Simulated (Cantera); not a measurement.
Input: 1 mol SiO2, 1.6 mol CH4, 0.012 mol CO, held at 1 atm.

Cantera equilibrium calculation (NASA polynomials, part measured and part estimated; ideal gas, pure solids and liquids). Candidate condensed phases: C, C6H6, C7H8, C8H18, H2O, Si, SiC, SiO2; 123 gas species. Mutual solubility and eutectic melting of coexisting phases are not modelled. The tables hold silica as quartz up to 1696 K and as liquid above; real silica turns to tridymite and cristobalite and melts near 1996 K. Gases not in the tables: Si2H6 and higher silanes. Kinetics and transport are ignored.

Question: What share of the Si ends up in condensed phases as a function of T (K), at 1473, 1548, 1623, 1698, 1773, 1848, 1923, 1998, 2073, 2148, 2223, 2298, 2373, 2448?

Answer: 
```csv
T (K),Si condensed (%),as
1473,100.0,SiC(s) + SiO2(β-quartz)
1548,100.0,SiC(s) + SiO2(β-quartz)
1623,99.8,SiC(s) + SiO2(β-quartz)
1698,99.3,SiC(s) + SiO2(condensed)
1773,97.1,SiC(s) + SiO2(condensed)
1848,89.4,SiC(s) + SiO2(condensed)
1923,62.8,SiC(s) + SiO2(condensed)
1998,30.0,SiC(s)
2073,30.0,SiC(s)
2148,29.9,SiC(s)
2223,29.8,SiC(s)
2298,29.6,SiC(s)
2373,29.2,SiC(s)
2448,31.6,Si(l) + SiC(s)
```
